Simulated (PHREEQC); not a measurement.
Solution (25 °C): 0.012 mol/kgw HF and 0.00028 mol/kgw NaF. Closed to the air; pH follows from the charge balance.

Model: ion-association model, phreeqc.dat, run in PHREEQC.

```json
{
 "pH": "2.62",
 "ionic_strength": "0.00283 mol/kgw",
 "specific_conductance": "1020 µS/cm",
 "total_alkalinity": "-12.0 meq/kg"
}
```

```json
[
 {"species": "HF", "molality": "0.00935", "activity": "0.00936", "log γ": "0.000"},
 {"species": "F-", "molality": "0.00274", "activity": "0.00258", "log γ": "-0.026"},
 {"species": "H+", "molality": "0.00255", "activity": "0.00242", "log γ": "-0.023"},
 {"species": "Na+", "molality": "0.000280", "activity": "0.000264", "log γ": "-0.025"},
 {"species": "HF2-", "molality": "9.81e-5", "activity": "9.25e-5", "log γ": "-0.025"},
 {"species": "NaF", "molality": "3.91e-7", "activity": "3.92e-7", "log γ": "0.000"}
]
```

Precipitation was switched off in this run. Species that the database lacks are ignored.
